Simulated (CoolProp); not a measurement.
A simple Rankine cycle with C3F8 (R218): condensing at 291.15 K, boiler at 1.75 MPa, turbine inlet 328.7 K, turbine efficiency 0.8, pump efficiency 0.8, no recuperator. Each further row changes one setting.

Model: reference Helmholtz-energy equation of state, Lemmon 2006, in CoolProp. It is a short technical equation, of lower accuracy than the large ones.

```csv
case,thermal efficiency (%),net work (kJ/kg),heat in (kJ/kg),turbine exit temperature (K),volume ratio over the turbine
as stated,6.5,6.38,98.1,303.7,___
turbine inlet 348.7 K,6.4,7.73,121,327.7,2.76
condensing temperature 283.15 K,7.8,___,107,299.0,3.96
boiler pressure 1.22 MPa,___,4.53,108,316.7,___
turbine efficiency 0.7,5.6,5.46,98.1,304.7,3.09
```

Question: What belongs in the gaps?

Answer: 
- as stated, volume ratio over the turbine: 3.07
- condensing temperature 283.15 K, net work (kJ/kg): 8.36
- boiler pressure 1.22 MPa, thermal efficiency (%): 4.2
- boiler pressure 1.22 MPa, volume ratio over the turbine: 1.83
